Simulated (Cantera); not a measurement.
Feed: 1 mol borazine, a varied amount of H2O, 0.15 mol N2, 11 mol NH3, held at 29.0 Pa.

These are equilibrium values from Cantera (NASA tables, ideal gas, pure condensed phases), not measurements of a reactor. Candidate condensed phases: B, BN, B2O3, B3O3H3, H2O; 39 gas species. The feed counts by its element totals alone. Mutual solubility and eutectic melting of coexisting phases are not modelled. The numbers say what is thermodynamically allowed, not how fast it happens.

Stable condensed phases, one row left out:

```
T in K \ n(H2O) in mol
         0.095  0.14   0.2   0.3  0.44  0.64  0.94   1.4     2   2.9
   1775      A     A     A     A     A     A     A     A     A     A
   1725      A     A     A     A     A     A     A     A     A     A
   1675      A     A     A     A     A     A     A     A     A     A
   1625      A     A     A     A     A     A     A     A     A     A
   1575      A     A     A     A     A     A     A     A     A     A
   1525      A     A     A     A     A     A     A     A     A     A
   1475      A     A     A     A     A     A     A     A     A     A
   1425      A     A     A     A     A     A     A     A     A     B
   1375      A     A     A     A     A     A     B     B     B     B
   1325      A     A     A     A     B     B     B     B     B     B
   1225      B     B     B     B     B     B     B     B     B     B
```

A: BN; B: BN + B2O3.

### Question
Give the row for 1275 K.

### Answer
0.095: BN; 0.14: BN; 0.2: BN + B2O3; 0.3: BN + B2O3; 0.44: BN + B2O3; 0.64: BN + B2O3; 0.94: BN + B2O3; 1.4: BN + B2O3; 2: BN + B2O3; 2.9: BN + B2O3.
